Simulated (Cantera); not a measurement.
Cantera run, input and output.

```python
import numpy as np
import cantera as ct

gas = ct.Solution("gri30.yaml")
gas.TPX = 1375, 1400, {'H2': 0.25, 'O2': 1, 'H2O': 0.0066}
inlet = ct.Reservoir(gas, clone=True)

reactor = ct.IdealGasConstPressureReactor(gas, energy="off", clone=False)
exhaust = ct.Reservoir(gas, clone=True)
tau = [11, 2.3, 0.46, 0.092, 0.019, 0.0038, 0.00076, 0.00015][0]
for a, b in ((inlet, reactor), (reactor, exhaust)):
    ct.MassFlowController(a, b, mdot=lambda t: reactor.mass / tau)
net = ct.ReactorNet([reactor])
show = ['H2', 'O2', 'HO2', 'OH', 'O', 'H', 'H2O2']

rows = []
print(f"{'tau/s':>10s}{'T/K':>9s}" + "".join(f"{s:>11s}" for s in show))
for tau in [11, 2.3, 0.46, 0.092, 0.019, 0.0038, 0.00076, 0.00015]:
    net.initial_time = 0.0
    net.advance(30 * tau)
    before = gas.X
    net.advance(40 * tau)
    drift = np.max(np.abs(gas.X - before) / (gas.X + 1e-9))
    rows.append([gas.T, *gas[show].X, drift])
    print(f"{tau:10.3e}{gas.T:9.1f}" + "".join(f"{x:11.3e}" for x in gas[show].X))
```

It prints:

```
     tau/s      T/K         H2         O2        HO2         OH          O          H       H2O2
 1.100e+01   1375.0  1.510e-04  7.715e-01  1.048e-06  2.011e-03  9.225e-04  6.449e-05  6.050e-08
 2.300e+00   1375.0  4.247e-04  7.693e-01  2.200e-06  3.389e-03  2.633e-03  3.109e-04  1.031e-07
 4.600e-01   1375.0  1.201e-03  7.636e-01  3.965e-06  5.723e-03  7.582e-03  1.523e-03  1.652e-07
 9.200e-02   1375.0  3.196e-03  7.489e-01  5.718e-06  9.318e-03  2.066e-02  6.892e-03  2.335e-07
 1.900e-02   1375.0  7.072e-03  7.189e-01  6.467e-06  1.353e-02  4.665e-02  2.359e-02  2.670e-07
 3.800e-03   1375.0  1.234e-02  6.883e-01  6.242e-06  1.654e-02  7.164e-02  4.686e-02  2.635e-07
 7.600e-04   1375.0  2.416e-02  6.854e-01  5.952e-06  1.897e-02  7.144e-02  5.712e-02  2.906e-07
 1.500e-04   1375.0  6.990e-02  7.162e-01  5.155e-06  1.980e-02  4.539e-02  4.841e-02  3.068e-07
```

Computed with Cantera and GRI-Mech 3.0 (53 species, 325 reactions). Radical loss at walls, strong at low pressure, is not modelled. The temperature is held fixed by assumption; the heat of reaction is taken as removed at once.
